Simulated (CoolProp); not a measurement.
Aqueous ethanol as a coolant, at 28 °C, 1 atm.

Model: Melinder's fits for secondary coolants, in CoolProp.

```csv
mass %,freezing point (°C),conductivity (W/(m K)),Prandtl number,viscosity (mPa s),density (kg/m³)
2.8,-1.1,0.590,6.62,0.932,990.8
7.4,-3.1,0.557,8.43,1.10,983.2
12,-5.5,0.525,10.7,1.30,976.5
16.6,-8.5,0.495,13.2,1.51,970.1
21.2,-12.1,0.466,15.7,1.70,963.4
25.8,-16.2,0.439,18.2,1.87,956.2
30.4,-20.5,0.414,20.4,2.00,948.3
35,-24.9,0.390,22.3,2.09,939.6
39.5,-29.1,0.367,23.8,2.14,930.4
44.1,-33.0,0.345,25.1,2.17,920.5
48.7,-36.6,0.325,26.1,2.17,910.1
```
